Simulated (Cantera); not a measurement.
Feed: 1 mol FeCl3, 45 mol H2, at 0.390 bar.

Method: chemical equilibrium by Gibbs-energy minimisation in Cantera with the NASA 1993 tables (ideal gas, pure condensed phases). Candidate condensed phases: Fe, FeCl2, FeCl3; 11 gas species. Equilibrium is a limit: real reactors are often held back by kinetics, nucleation or transport.

Question: At 1025 °C, list the 3 most abundant gas species with their mole fractions, and the condensed phases.

Answer: H2 0.937, HCl 0.0607, FeCl2 0.00192. Condensed: Fe(γ).
